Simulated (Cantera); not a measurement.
**Thermodynamics of roasting and sulfation, feed MgCO3 + H2S + CO2**

A closed system holds: 1 mol MgCO3, 0.6 mol H2S, 0.87 mol CO2, equilibrated at 1698.15 K.

Equilibrium computed with Cantera from the NASA thermochemical tables; the gas is ideal and each condensed phase is pure. Candidate condensed phases: C, C6H6, C7H8, C8H18, H2O, H2SO4, Mg, MgCO3, MgO, Mg(OH)2, MgS, MgSO4, S; 130 gas species. Kinetics and transport are ignored.

```tsv
P (Pa)	x CO2	x CO	x H2O	x SO2	x S2	x H2	x H2S	x COS	x SO	n MgO(s)
1000	0.271	0.365	0.144	0.104	0.0414	0.0569	0.00180	0.000397	0.0123	1.000
2300	0.293	0.348	0.150	0.0940	0.0476	0.0522	0.00269	0.000615	0.00983	1.000
5400	0.315	0.330	0.155	0.0838	0.0537	0.0475	0.00398	0.000950	0.00772	1.000
13000	0.338	0.311	0.159	0.0734	0.0592	0.0430	0.00586	0.00146	0.00594	1.000
29000	0.359	0.294	0.162	0.0642	0.0635	0.0390	0.00823	0.00214	0.00463	1.000
68000	0.381	0.276	0.164	0.0550	0.0671	0.0350	0.0116	0.00315	0.00351	1.000
160000	0.403	0.258	0.165	0.0466	0.0694	0.0311	0.0161	0.00460	0.00263	1.000
370000	0.423	0.241	0.165	0.0393	0.0702	0.0275	0.0218	0.00656	0.00196	1.000
860000	0.444	0.223	0.163	0.0328	0.0695	0.0241	0.0290	0.00923	0.00145	1.000
2000000	0.464	0.205	0.160	0.0274	0.0673	0.0208	0.0375	0.0127	0.00106	1.000
```
x: gas mole fraction; n: condensed amount in mol.

From 7.50 Torr to 15000 Torr the condensed part is MgO(s). The main Mg-bearing gas is Mg at 7.50 Torr and Mg(OH)2 at 15000 Torr.
